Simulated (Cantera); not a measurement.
An isothermal, constant-pressure homogeneous reactor starts with H₂ : O₂ : N₂ = 0.01 : 1 : 0.97 (molar parts), at 1175 K and 5.48 Torr. Integrator tolerance rtol = 1e-08.

Model: GRI-Mech 3.0 (53 species, 325 reactions), integrated in Cantera. Radical loss at walls, strong at low pressure, is not modelled.

**Question.** What does this change do: pressure from 5.48 Torr to 6.60 Torr?

**Answer.** 
| quantity | before | after |
|---|---|---|
| x(H₂) at 30.0 s | 8.70e-8 (gas-phase equilibrium 6.28e-10) | 4.70e-8 (gas-phase equilibrium 5.72e-10) |
| x(O₂) at 30.0 s | 0.504 (gas-phase equilibrium 0.504) | 0.504 (gas-phase equilibrium 0.504) |
| x(H₂O) at 30.0 s | 0.00505 (gas-phase equilibrium 0.00506) | 0.00505 (gas-phase equilibrium 0.00506) |
| x(NO) at 30.0 s | 3.00e-8 (gas-phase equilibrium 0.000198) | 2.99e-8 (gas-phase equilibrium 0.000198) |
| x(O) at 30.0 s | 1.67e-5 (gas-phase equilibrium 1.22e-7) | 9.01e-6 (gas-phase equilibrium 1.11e-7) |
| x(OH) at 30.0 s | 2.38e-5 (gas-phase equilibrium 2.03e-6) | 1.75e-5 (gas-phase equilibrium 1.94e-6) |

**Question.** What does this change do: H2 0.01 to 0.0014 parts?

**Answer.** 
| quantity | before | after |
|---|---|---|
| x(H₂) at 30.0 s | 8.70e-8 (gas-phase equilibrium 6.28e-10) | 4.24e-8 (gas-phase equilibrium 8.78e-11) |
| x(O₂) at 30.0 s | 0.504 (gas-phase equilibrium 0.504) | 0.507 (gas-phase equilibrium 0.507) |
| x(H₂O) at 30.0 s | 0.00505 (gas-phase equilibrium 0.00506) | 0.000702 (gas-phase equilibrium 0.000710) |
| x(NO) at 30.0 s | 3.00e-8 (gas-phase equilibrium 0.000198) | 1.07e-8 (gas-phase equilibrium 0.000199) |
| x(O) at 30.0 s | 1.67e-5 (gas-phase equilibrium 1.22e-7) | 5.83e-5 (gas-phase equilibrium 1.22e-7) |
| x(OH) at 30.0 s | 2.38e-5 (gas-phase equilibrium 2.03e-6) | 1.65e-5 (gas-phase equilibrium 7.63e-7) |
